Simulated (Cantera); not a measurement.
Equilibrium for iron carbonyl, mercury and lead vapours: HgO + O₂ + H₂

Charge: 1 mol HgO, 0.2 mol O₂, 1.1 mol H₂.

These are equilibrium values from Cantera (NASA tables, ideal gas, pure condensed phases), not measurements of a reactor. Candidate condensed phases: H₂O, Hg, HgO; 10 gas species. Rates play no part.

Q: Map the stable condensed phases over T = 675, 775, 875, 975, 1075, 1175, 1275, 1375, 1475, 1575 K and P in Pa = 10, 68, 460, 3200, 22000, 150000, 1000000.

A: 
```
T in K \ P in Pa
              10      68     460    3200   22000  150000 1000000
   1575        A       A       A       A       A       A       A
   1475        A       A       A       A       A       A       A
   1375        A       A       A       A       A       A       A
   1275        A       A       A       A       A       A       A
   1175        A       A       A       A       A       A       A
   1075        A       A       A       A       A       A       A
    975        A       A       A       A       A       A       A
    875        A       A       A       A       A       A       A
    775        A       A       A       A       A       A       B
    675        A       A       A       A       A       B       C
```
A: gas only; B: HgO; C: Hg + HgO.
